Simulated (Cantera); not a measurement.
A closed system holds: 1 mol Si3N4, a varied amount of O2, 1.5 mol N2, at 1198.15 K and 4050 Torr.

Cantera equilibrium calculation (NASA polynomials, part measured and part estimated; ideal gas, pure solids and liquids). Candidate condensed phases: Si, SiO2, Si2N2O, Si3N4; 16 gas species. Mutual solubility and eutectic melting of coexisting phases are not modelled. The tables hold silica as quartz up to 1696 K and as liquid above; real silica turns to tridymite and cristobalite and melts near 1996 K. Rates play no part.

Question: Which condensed phases are stable at each of these points (n(O2) (mol)): 0.091, 0.13, 0.19, 0.29, 0.42, 0.61, 0.9, 1.3, 1.9, 2.8?

Answer: 
```
n(O2) (mol)            condensed phases  Si condensed (%)
-----------  --------------------------  ----------------
0.091              Si2N2O(s) + Si3N4(s)             100.0
0.13               Si2N2O(s) + Si3N4(s)             100.0
0.19               Si2N2O(s) + Si3N4(s)             100.0
0.29               Si2N2O(s) + Si3N4(s)             100.0
0.42               Si2N2O(s) + Si3N4(s)             100.0
0.61               Si2N2O(s) + Si3N4(s)             100.0
0.9          SiO2(β-quartz) + Si2N2O(s)             100.0
1.3          SiO2(β-quartz) + Si2N2O(s)             100.0
1.9          SiO2(β-quartz) + Si2N2O(s)             100.0
2.8          SiO2(β-quartz) + Si2N2O(s)             100.0
```

From 0.091 mol O2 to 0.61 mol O2 the condensed part is Si2N2O(s) + Si3N4(s). From 0.9 mol O2 to 2.8 mol O2 the condensed part is SiO2(β-quartz) + Si2N2O(s).
